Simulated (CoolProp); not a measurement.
Vapour-liquid equilibrium of CHF3 (R23) (1) + propylene (2) at 204.3 K; x and y are mole fractions of (1).

Computed with CoolProp (multi-fluid Helmholtz-energy mixture model, Penoncello 2003 and Lemmon 2013; pair parameters Bell 2016).

Q: Give the bubble pressure and the first vapour's composition at x = 0.25, 0.45, 0.75. Is there an azeotrope?

A: x = 0.25: 1.459 bar, y = 0.800; x = 0.45: 1.753 bar, y = 0.850; x = 0.75: 1.930 bar, y = 0.890. No azeotrope shows between x = 0.05 and 0.95.

The pair parameters rest on a limited set of measurements; away from them the model extrapolates. With so large a gap from Raoult's law the liquid may split in two, which this calculation doesn't test in full.
